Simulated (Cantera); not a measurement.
Mixture: CH₄ : O₂ : N₂ = 1 : 2.02 : 6.46 (molar parts), equivalence ratio 0.99, at 380000 Pa, adiabatic and at constant volume. Ignition delay is the time to a rise of 400 K.

Model: GRI-Mech 3.0 (53 species, 325 reactions), integrated in Cantera.

What does this change do: 0.023 parts H2 added?


```
quantity                                                before       after
--------------------------------------------------  ----------  ----------
delay at 1173 K                                        15.7 ms     11.3 ms
delay at 1373 K                                        1.31 ms     1.11 ms
delay at 1573 K                                       0.170 ms    0.156 ms
delay at 1773 K                                        35.0 µs     33.3 µs
apparent activation energy between 1673 and 1873 K  180 kJ/mol  170 kJ/mol
```

What does this change do: 0.63 parts H2 added?


| quantity | before | after |
|---|---|---|
| delay at 1173 K | 15.7 ms | 0.608 ms |
| delay at 1373 K | 1.31 ms | 0.130 ms |
| delay at 1573 K | 0.170 ms | 37.2 µs |
| delay at 1773 K | 35.0 µs | 13.3 µs |
| apparent activation energy between 1673 and 1873 K | 180 kJ/mol | 120 kJ/mol |
